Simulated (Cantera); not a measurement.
**Gas-phase reforming**

An isothermal, constant-pressure homogeneous reactor starts with 68.5 % CH₄, 31.5 % CO₂, at 1800 K and 1.00 bar.

Computed with Cantera and GRI-Mech 3.0 (53 species, 325 reactions). GRI-Mech 3.0 stops at C3 and has no aromatics, soot or wall deposition, so with more carbon than oxygen in the feed, carbon stays in small species such as C2H2 where larger ones or solid carbon would form.

```
t (s)       x CH₄    x CO₂       x H    x C₂H₆   x CH₂CO
--------  -------  -------  --------  --------  --------
2.00e-6     0.685    0.315   2.26e-6   3.01e-7    <1e-12
1.18e-5     0.683    0.315   2.94e-6   5.19e-5  1.07e-11
7.00e-5     0.667    0.313   1.18e-5   0.00190   4.46e-9
0.000414    0.506    0.284   7.42e-5   0.00281   1.71e-6
0.00245     0.220    0.182  0.000158  0.000428   2.83e-5
0.0145     0.0482   0.0336  0.000224   3.01e-5   7.83e-5
0.0857     0.0202   0.0116  0.000260   5.26e-6   3.67e-5
0.507      0.0102  0.00194  0.000273   1.39e-6   4.25e-6
3.00      0.00766  8.85e-7  0.000276   9.07e-7   5.82e-7
```
x: mole fraction; the columns are a selection and need not sum to one.

Equilibrium at this temperature and pressure: CH₄ 0.00766, CO₂ 2.54e-7, H 0.000276, C₂H₆ 9.07e-7, CH₂CO 5.81e-7 (gas phase only).
